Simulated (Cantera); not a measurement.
A closed system holds: 1 mol Si3N4, 0.046 mol N2, held at 1950 K and 345 Torr.

Method: chemical equilibrium by Gibbs-energy minimisation in Cantera with the NASA 1993 tables (ideal gas, pure condensed phases). Candidate condensed phases: Si, Si3N4; 7 gas species. Equilibrium is a limit: real reactors are often held back by kinetics, nucleation or transport.

Base state: N2 1.000, Si 1.66e-5 (mole fractions); condensed: Si3N4(s).

Question: What changes in the equilibrium state with this change: temperature from 1950 K to 2773 K?

Answer: 
| species | before | after |
|---|---|---|
| N2 | 1.000 | 0.927 |
| Si | 1.66e-5 | 0.0649 |
| SiN | 3.32e-6 | 0.00295 |
| Si3 | 3.46e-9 | 0.000389 |
| Si2 | 4.90e-8 | 0.00248 |
| Si2N | 1.47e-6 | 0.00221 |
| Si3N4(s), mol | 1.00 | 0 |
| Si(l), mol | 0 | 2.83 |
The tables' values for SiN are old estimates; treat these amounts as uncertain.

Question: What changes in the equilibrium state with this change: 0.62 mol H2O added?

Answer: 
```csv
species,before,after
H2,0,0.704
N2,1.000,0.289
SiO,0,0.00539
H,0,0.00142
SiH2,0,4.10e-5
SiH,0,1.66e-5
Si,1.66e-5,3.81e-5
"Si3N4(s), mol",1.00,0.588
"Si2N2O(s), mol",0,0.615
```
Mutual solubility and eutectic melting of coexisting phases are not modelled. Gases not in the tables: Si2H6 and higher silanes. Further candidate phases: H2O, SiO2, Si2N2O.
